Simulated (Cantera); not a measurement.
A closed system holds: 1 mol H2O, 0.058 mol O2, 0.1 mol H2, equilibrated at 0.100 bar.

Method: chemical equilibrium by Gibbs-energy minimisation in Cantera with the NASA 1993 tables (ideal gas, pure condensed phases). Candidate condensed phases: H2O; 9 gas species. Kinetics and transport are ignored. All values below are at 2298 K.

Base state: H2O 0.908, H2 0.0399, OH 0.0221, O2 0.0218, H 0.00605, O 0.00229 (mole fractions); condensed: gas only.

What changes in the equilibrium state with this change: O2 from 0.058 to 0.54 mol?


```
species   before    after
-------  -------  -------
H2O        0.908    0.652
O2        0.0218    0.294
OH        0.0221   0.0359
H2        0.0399  0.00780
HO2      2.51e-6  1.50e-5
O        0.00229  0.00841
H        0.00605  0.00267
```

What changes in the equilibrium state with this change: 1.4 mol CH4 added?


| species | before | after |
|---|---|---|
| H2 | 0.0399 | 0.751 |
| CO | 0 | 0.220 |
| H | 0.00605 | 0.0262 |
| H2O | 0.908 | 6.93e-7 |
| O2 | 0.0218 | <1e-9 |
| OH | 0.0221 | 3.89e-9 |
| C2H2 (acetylene) | 0 | 0.00321 |
| O | 0.00229 | <1e-9 |
| CH4 | 0 | 1.21e-5 |
| C(graphite), mol | 0 | 0.251 |
Further candidate phases: C, C6H6, C7H8, C8H18.
